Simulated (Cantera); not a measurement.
What does this Cantera script print?

```python
import numpy as np
import cantera as ct

gas_names = """
    H H2 N NH NH2 NH3 N2 N2H2 N2H4 Si SiH SiH2 SiH3 SiH4 SiN Si2 Si2N Si3
""".split()
cond_names = """
    Si(cr) Si(L) Si3N4(a)
""".split()


# ... load() reads the species with a 1 bar reference pressure and builds the phases ...
atoms = {
    'Si3N4': {'Si': 3, 'N': 4},
    'Si': {'Si': 1},
    'H2': {'H': 2},
}
top_T = {'Si3N4(a)': 2400}  # K; cautious upper limits of use, not melting points


# ... equilibrate(T, P, feed) seeds the gas with the atoms and calls Mixture.equilibrate('TP', solver="vcs", rtol=1e-11, max_steps=5000) ...
results = []
feed = {'Si3N4': 1, 'Si': 0.0027, 'H2': 0.072}  # mol
P = 10000  # Pa
for T in [1473, 1673, 1873, 2073, 2273, 2473, 2673, 2873, 3073]:
    mix = equilibrate(T, P, feed)
    results.append((T, P, feed, dict(zip(mix.species_names, mix.species_moles))))
    x = sorted(zip(gas.X, gas.species_names), reverse=True)
    print(f"T = {T:g} K  P = {P:g} Pa  gas = {mix.phase_moles(0):.4g} mol")
    print("   x: " + "  ".join(f"{s} {v:.3e}" for v, s in x if v > 1e-05))
    print("   condensed (mol): " + ("  ".join(f"{mix.phase(i).name} {mix.phase_moles(i):.4g}"
          for i in range(1, mix.n_phases) if mix.phase_moles(i) > 1e-12) or "none"))
```

Result:

```
T = 1473 K  P = 10000 Pa  gas = 0.07202 mol
   x: H2 9.997e-01  N2 2.759e-04  H 4.000e-05
   condensed (mol): Si(cr) 0.00273  Si3N4(a) 1
T = 1673 K  P = 10000 Pa  gas = 0.07274 mol
   x: H2 9.897e-01  N2 9.953e-03  H 3.583e-04  SiH2 1.090e-05
   condensed (mol): Si(cr) 0.003785  Si3N4(a) 0.9996
T = 1873 K  P = 10000 Pa  gas = 0.09961 mol
   x: H2 7.219e-01  N2 2.762e-01  H 1.734e-03  Si 8.818e-05  SiH2 3.541e-05  SiH 2.208e-05
   condensed (mol): Si(L) 0.04395  Si3N4(a) 0.9862
T = 2073 K  P = 10000 Pa  gas = 2.076 mol
   x: N2 9.634e-01  H2 3.390e-02  H 1.531e-03  Si 9.968e-04  Si2N 8.369e-05  SiN 6.809e-05  SiH 3.337e-05  Si2 1.224e-05
   condensed (mol): Si(L) 3
T = 2273 K  P = 10000 Pa  gas = 2.093 mol
   x: N2 9.550e-01  H2 3.193e-02  Si 7.313e-03  H 4.746e-03  Si2N 3.465e-04  SiN 3.322e-04  SiH 1.594e-04  Si2 1.344e-04  Si3 2.544e-05  SiH2 1.325e-05
   condensed (mol): Si(L) 2.984
T = 2473 K  P = 10000 Pa  gas = 2.174 mol
   x: N2 9.186e-01  Si 3.870e-02  H2 2.701e-02  H 1.159e-02  SiN 1.231e-03  Si2N 1.112e-03  Si2 9.923e-04  SiH 5.541e-04  Si3 1.733e-04  SiH2 2.504e-05
   condensed (mol): Si(L) 2.904
T = 2673 K  P = 10000 Pa  gas = 2.526 mol
   x: N2 7.885e-01  Si 1.591e-01  H 2.124e-02  H2 1.717e-02  Si2 5.384e-03  SiN 3.527e-03  Si2N 2.801e-03  SiH 1.361e-03  Si3 8.741e-04  SiH2 3.141e-05
   condensed (mol): Si(L) 2.54
T = 2873 K  P = 10000 Pa  gas = 4.914 mol
   x: Si 5.354e-01  N2 4.013e-01  Si2 2.291e-02  H 2.022e-02  SiN 6.639e-03  Si2N 4.694e-03  H2 3.701e-03  Si3 3.482e-03  SiH 1.657e-03  SiH2 1.211e-05  N 1.187e-05
   condensed (mol): Si(L) 0.008105
T = 3073 K  P = 10000 Pa  gas = 5.05 mol
   x: Si 5.622e-01  N2 3.925e-01  H 2.449e-02  Si2 1.076e-02  SiN 5.589e-03  H2 1.553e-03  Si2N 1.302e-03  SiH 9.064e-04  Si3 5.645e-04  N 4.369e-05
   condensed (mol): none
```

These are equilibrium values from Cantera (NASA tables, ideal gas, pure condensed phases), not measurements of a reactor. Mutual solubility and eutectic melting of coexisting phases are not modelled. The tables' values for SiN are old estimates; treat these amounts as uncertain. Gases not in the tables: Si2H6 and higher silanes.
